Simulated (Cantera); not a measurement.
Feed: 1 mol HCl, 0.1 mol O2, 0.068 mol H2, held at 1823 K and 0.150 bar.

Cantera equilibrium calculation (NASA polynomials, part measured and part estimated; ideal gas, pure solids and liquids). Candidate condensed phases: H2O; 14 gas species. The numbers say what is thermodynamically allowed, not how fast it happens.

Base state: HCl 0.786, H2O 0.1000, Cl 0.0706, O2 0.0364, Cl2 0.00606, OH 0.000820, ClO 9.10e-5, H2 9.01e-5 (mole fractions); condensed: gas only.

What changes in the equilibrium state with this change: HCl replaced by SO2?


```csv
species,before,after
SO2,0,0.881
H2O,0.1000,0.0596
O2,0.0364,0.0577
HCl,0.786,0
Cl,0.0706,0
Cl2,0.00606,0
SO3,0,0.000796
SO,0,0.000242
```
Further candidate phases: H2SO4, S.

What changes in the equilibrium state with this change: H2 from 0.068 to 1 mol?


| species | before | after |
|---|---|---|
| HCl | 0.786 | 0.499 |
| H2 | 9.01e-5 | 0.400 |
| H2O | 0.1000 | 0.0999 |
| Cl | 0.0706 | 0.000674 |
| O2 | 0.0364 | 1.85e-9 |
| ClO | 9.10e-5 | <1e-9 |
| Cl2 | 0.00606 | 5.51e-7 |
